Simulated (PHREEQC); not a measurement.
Make-up at 25 °C and 10 atm: 0.001 mol CuSO4, 9.8e-05 mol H2SO4 and 0.0019 mol Na2SO4 per kg of water. Closed to the air; pH follows from the charge balance.

Computed with PHREEQC (ion-association model, phreeqc.dat).

Precipitation was switched off in this run.

Order these S species by the share of S that they hold, largest first: HSO4-, CuSO4, SO4-2, NaSO4-.

SO4-2 (91 %), CuSO4 (6.8 %), NaSO4- (1.2 %), HSO4- (1.00 %)

The pH is 3.82 and the ionic strength 0.00905 mol/kgw. Complexes and solids missing from the database can't appear.
